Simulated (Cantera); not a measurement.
Feed: 1 mol (CH3)2SiCl2, 0.036 mol C3H8, 64 mol H2, held at 2350 K and 0.0260 bar.

Cantera equilibrium calculation (NASA polynomials, part measured and part estimated; ideal gas, pure solids and liquids). Candidate condensed phases: C, C6H6, C7H8, C8H18, Si, SiC; 109 gas species. The feed counts by its element totals alone. The tables' values for SiCl are old estimates; treat these amounts as uncertain. Gases not in the tables: Si2H6 and higher silanes. Rates play no part.

Base state: H2 0.883, H 0.0727, HCl 0.0257, Si 0.00910, C2H2 (acetylene) 0.00487, Cl 0.00152, SiC2 0.00149, Si2C 0.000860 (mole fractions); condensed: C(graphite) + SiC(s).

### Question
What changes in the equilibrium state with this change: H2 from 64 to 1800 mol?

### Answer
```
species             before     after
----------------  --------  --------
H2                   0.883     0.924
H                   0.0727    0.0743
HCl                 0.0257   0.00101
Si                 0.00910  0.000492
SiCl2             0.000206   1.64e-8
Si2C              0.000860   8.25e-7
C(graphite), mol      1.09         0
SiC(s), mol         0.0393         0
```

### Question
What changes in the equilibrium state with this change: temperature from 2350 K to 1973.15 K?

### Answer
| species | before | after |
|---|---|---|
| H2 | 0.883 | 0.962 |
| HCl | 0.0257 | 0.0288 |
| H | 0.0727 | 0.00822 |
| Si | 0.00910 | 6.03e-5 |
| SiCl2 | 0.000206 | 0.000106 |
| Si2 | 3.15e-5 | 2.90e-8 |
| SiC2 | 0.00149 | 2.20e-6 |
| Si2C | 0.000860 | 1.47e-6 |
| C2H | 2.05e-5 | 8.99e-8 |
| C(graphite), mol | 1.09 | 1.04 |
| SiC(s), mol | 0.0393 | 0.987 |

### Question
What changes in the equilibrium state with this change: temperature from 2350 K to 1323.15 K?

### Answer
```json
[
 {"species": "H2", "before": "0.883", "after": "0.970"},
 {"species": "HCl", "before": "0.0257", "after": "0.0293"},
 {"species": "CH4", "before": "3.94e-6", "after": "0.000166"},
 {"species": "H", "before": "0.0727", "after": "9.71e-6"},
 {"species": "Si", "before": "0.00910", "after": "<1e-9"},
 {"species": "SiCl2", "before": "0.000206", "after": "8.08e-6"},
 {"species": "SiC2", "before": "0.00149", "after": "<1e-9"},
 {"species": "Si2C", "before": "0.000860", "after": "<1e-9"},
 {"species": "SiH", "before": "0.000464", "after": "<1e-9"},
 {"species": "SiCl", "before": "0.000283", "after": "<1e-9"},
 {"species": "SiH2", "before": "8.35e-5", "after": "<1e-9"},
 {"species": "C(graphite), mol", "before": "1.09", "after": "1.10"},
 {"species": "SiC(s), mol", "before": "0.0393", "after": "0.999"}
]
```
